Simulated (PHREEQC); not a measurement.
Consider water at 20 °C with 0.0046 mol KCl, 0.0001 mol CuSO4 and 0.0021 mol Fe(NO3)3 per kg of water. Closed to the air; pH follows from the charge balance.

Model: ion-association model, phreeqc.dat, run in PHREEQC.

This is a speciation only: nothing precipitates in the calculation.

Task: Estimate the pH.

Result: pH 2.83.

Task: In which forms is Fe present?

Result: FeOH+2 52 %, Fe+3 25 %, Fe2(OH)2+4 10 %, Fe(OH)2+ 6.8 %, FeSO4+ 2.7 %, Fe3(OH)4+5 1.9 % of the Fe.

Saturation is exceeded, for instance for Jarosite-K, Hematite (slow to form); the values hold only as long as no solid forms.
